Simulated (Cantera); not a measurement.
Input: 1 mol SiH4, 0.026 mol CH4, 930 mol H2, held at 5.70 mbar.

Equilibrium computed with Cantera from the NASA thermochemical tables; the gas is ideal and each condensed phase is pure. Candidate condensed phases: C, C6H6, C7H8, C8H18, Si, SiC; 87 gas species. Mutual solubility and eutectic melting of coexisting phases are not modelled. Rates play no part.

Over these rows the condensed part is Si(s) + SiC(s). Partial pressures as log10 of bar:

| T (K) | 1000/T (1/K) | log p Si | log p H2 |
|---|---|---|---|
| 1375 | 0.7273 | -9.39 | -2.24 |
| 1425 | 0.7018 | ? | -2.24 |
| 1475 | 0.6780 | -8.24 | -2.24 |
| 1525 | 0.6557 | -7.72 | -2.24 |
| 1575 | 0.6349 | -7.24 | -2.24 |
| 1625 | 0.6154 | -6.79 | -2.24 |

Question: Fit log p(Si) = a + b·(1000/T) to the five rows, give the apparent enthalpy, and predict the row at 1425 K.

Answer: Means: 1000/T = 0.6623, log p = -7.876. Sxy = -0.173514, Sxx = 0.0074654, so b = -23.24 and a = -7.876 − (-23.24)×0.6623 = 7.51.
Apparent enthalpy: −19.145 × (-23.24) = 445 kJ/mol. The condensed phases alone fix this pressure, through Si(s) = Si(g), so the slope is that reaction's ΔH° and the other gases don't enter. The five rows lie within 0.01 of the line.
Prediction at 1425 K: 7.51 + (-23.24)×0.7018 = -8.80. The computed value is -8.79, 0.01 from the line.
